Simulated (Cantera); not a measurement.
Charge: 1 mol Fe2O3, 1.9 mol CO, 3 mol N2, held at 1450 °C and 330 Torr.

These are equilibrium values from Cantera (NASA tables, ideal gas, pure condensed phases), not measurements of a reactor. Candidate condensed phases: C, Fe, Fe(CO)5, FeO, Fe2O3, Fe3O4; 27 gas species. The tables' stoichiometric FeO is somewhat more stable than real wüstite, so its field is too wide. FeO: taken at fixed stoichiometry. Equilibrium is a limit: real reactors are often held back by kinetics, nucleation or transport.

Base state: N2 0.612, CO2 0.204, CO 0.184 (mole fractions); condensed: FeO(l).

What changes in the equilibrium state with this change: Fe2O3 replaced by SiO2?


```csv
species,before,after
N2,0.612,0.612
CO,0.184,0.387
CO2,0.204,0.000338
SiO,0,0.000338
"FeO(l), mol",2.00,0
"SiO2(condensed), mol",0,0.998
```
The tables hold silica as quartz up to 1696 K and as liquid above; real silica turns to tridymite and cristobalite and melts near 1996 K. Further candidate phases: Si, SiC, SiO2, Si2N2O, Si3N4.

What changes in the equilibrium state with this change: pressure from 330 Torr to 0.360 Torr?


```csv
species,before,after
N2,0.612,0.611
CO2,0.204,0.206
CO,0.184,0.181
Fe,2.48e-6,0.00223
O2,2.25e-8,2.16e-5
O,1.29e-8,1.21e-5
"FeO(l), mol",2.00,1.99
```
